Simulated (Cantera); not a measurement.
A Cantera script and what it prints.

```python
import numpy as np
import cantera as ct

gas_names = """
    H HNO HNO2 HNO3 HO2 H2 H2O H2O2 N NH NH2 NH3 NH2OH NO NO2 NO3 N2 N2H2 N2H4 N2O O OH O2 O3 Pb PbO Pb2
""".split()
cond_names = """
    H2O(s) H2O(L) Pb(cr) Pb(L) PbO(rd) PbO(yw) PbO(L) PbO2(s) Pb3O4(s)
""".split()


# ... load() reads the species with a 1 bar reference pressure and builds the phases ...
atoms = {
    'PbO': {'Pb': 1, 'O': 1},
    'H2': {'H': 2},
    'N2': {'N': 2},
}
top_T = {'Pb3O4(s)': 820}  # K; cautious upper limits of use, not melting points


# ... equilibrate(T, P, feed) seeds the gas with the atoms and calls Mixture.equilibrate('TP', solver="vcs", rtol=1e-11, max_steps=5000) ...
results = []
feed = {'PbO': 1, 'H2': 3.5, 'N2': 8.7}  # mol
P = 1000  # Pa
for T in [548, 648, 748, 848, 948, 1048, 1148, 1248, 1348, 1448, 1548]:
    mix = equilibrate(T, P, feed)
    results.append((T, P, feed, dict(zip(mix.species_names, mix.species_moles))))

top = {s: max(r[3][s] / sum(r[3][g] for g in gas_names) for r in results) for s in gas_names}
cols = sorted((s for s in top if top[s] > 0.001), key=lambda s: -top[s])[:7]
seen = [c for c in cond_names if any(r[3].get(c, 0) > 1e-12 for r in results)]
print("log10 of partial pressures in bar; condensed amounts in mol")
print(f"{'T/K':>10s}" + "".join(f"{s[:9]:>10s}" for s in cols + seen))
for T, P, feed, n in results:
    ng = sum(n[g] for g in gas_names)
    print(f"{T:10.4g}" + "".join(f"{np.log10(max(n[s] / ng * P / 1e5, 1e-99)):10.3f}" for s in cols)
          + "".join(f"{n.get(c, 0):10.4g}" for c in seen))
```

Output:

```
log10 of partial pressures in bar; condensed amounts in mol
       T/K        N2        H2       H2O        Pb    Pb(cr)     Pb(L)
       548    -2.147    -2.689    -3.086   -12.883         1         0
       648    -2.147    -2.688    -3.086   -10.075         0         1
       748    -2.147    -2.688    -3.086    -8.058         0         1
       848    -2.147    -2.688    -3.086    -6.524         0    0.9996
       948    -2.147    -2.689    -3.087    -5.320         0    0.9942
      1048    -2.149    -2.690    -3.088    -4.350         0    0.9452
      1148    -2.159    -2.701    -3.099    -3.553         0    0.6483
      1248    -2.181    -2.723    -3.121    -3.121         0         0
      1348    -2.181    -2.723    -3.121    -3.121         0         0
      1448    -2.181    -2.723    -3.121    -3.121         0         0
      1548    -2.181    -2.723    -3.121    -3.121         0         0
```

Method: chemical equilibrium by Gibbs-energy minimisation in Cantera with the NASA 1993 tables (ideal gas, pure condensed phases).
